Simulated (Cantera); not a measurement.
## Equilibrium for fluorocarbon and chlorocarbon gases: CH₂F₂ + H₂

Input: 1 mol CH₂F₂, a varied amount of H₂, at 1823 K and 100000 Pa.

Method: chemical equilibrium by Gibbs-energy minimisation in Cantera with the NASA 1993 tables (ideal gas, pure condensed phases). Candidate condensed phases: C, C₆H₆, C₇H₈, C₈H₁₈; 95 gas species. Equilibrium is a limit: real reactors are often held back by kinetics, nucleation or transport.

```tsv
n(H₂) (mol)	x HF	x H₂	x CH₄	x H	x C₂H₂ (acetylene)	n C(graphite)
0.14	0.935	0.0653	3.05e-6	0.000111	1.38e-5	1.000
0.24	0.893	0.107	8.17e-6	0.000142	2.26e-5	1.000
0.42	0.826	0.173	2.14e-5	0.000180	3.66e-5	1.000
0.75	0.727	0.272	5.30e-5	0.000226	5.76e-5	1.000
1.3	0.606	0.393	0.000110	0.000272	8.32e-5	0.999
2.3	0.465	0.534	0.000204	0.000317	0.000113	0.998
4.1	0.328	0.671	0.000321	0.000355	0.000142	0.996
7.2	0.217	0.782	0.000436	0.000383	0.000165	0.993
13	0.133	0.865	0.000534	0.000403	0.000183	0.986
```
x: gas mole fraction; n: condensed amount in mol.

From 0.14 mol H₂ to 13 mol H₂ the condensed part is C(graphite). The main C-bearing gas is C₂H₂ (acetylene) at 0.14 mol H₂ and CH₄ at 13 mol H₂.
